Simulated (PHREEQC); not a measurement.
1 kg of water holding 5 mmol/kgw KHCO3, 35 mmol/kgw K2CO3, 8.6 mmol/kgw K2SO4 and 4.4 mmol/kgw KCl is evaporated at 25 °C; the solids stay in contact with the brine. The system is closed to CO2. Only these solids could form: Arcanite, Kalicinite, Misenite, Sylvite.

Computed with PHREEQC (Pitzer model, pitzer.dat).

| water left (kg) | ionic strength | water activity | Arcanite (mol) | C in solution (mol/kgw) | Cl in solution (mol/kgw) | K in solution (mol/kgw) | pH |
|---|---|---|---|---|---|---|---|
| 1 | 0.139 | 0.998 | 0 | 0.0400 | 0.00440 | 0.0966 | 10.76 |
| 0.6755 | 0.207 | 0.997 | 0 | 0.0592 | 0.00651 | 0.143 | 10.74 |
| 0.4563 | 0.307 | 0.995 | 0 | 0.0877 | 0.00964 | 0.212 | 10.71 |
| 0.3751 | 0.373 | 0.994 | 0 | 0.107 | 0.0117 | 0.258 | 10.70 |
| 0.2534 | 0.553 | 0.991 | 0 | 0.158 | 0.0174 | 0.381 | 10.66 |
| 0.1711 | 0.819 | 0.988 | 0 | 0.234 | 0.0257 | 0.564 | 10.63 |
| 0.1156 | 1.21 | 0.982 | 0 | 0.346 | 0.0381 | 0.835 | 10.59 |
| 0.09503 | 1.47 | 0.978 | 0 | 0.421 | 0.0463 | 1.02 | 10.58 |
| 0.06419 | 2.18 | 0.968 | 0 | 0.623 | 0.0685 | 1.50 | 10.56 |
| 0.04336 | 3.23 | 0.952 | 0 | 0.922 | 0.101 | 2.23 | 10.56 |
| 0.02931 | 4.39 | 0.931 | 0.00380 | 1.36 | 0.150 | 3.04 | 10.58 |
| 0.0198 | 6.06 | 0.898 | 0.00671 | 2.02 | 0.222 | 4.20 | 10.65 |
| 0.01629 | 7.23 | 0.873 | 0.00750 | 2.46 | 0.270 | 5.01 | 10.71 |
| 0.01101 | 10.5 | 0.796 | 0.00829 | 3.63 | 0.400 | 7.27 | 10.92 |
| 0.00744 | 15.4 | 0.667 | 0.00854 | 5.38 | 0.591 | 10.7 | 11.27 |

Arcanite from water left = 0.03565 kg (pH 10.57).
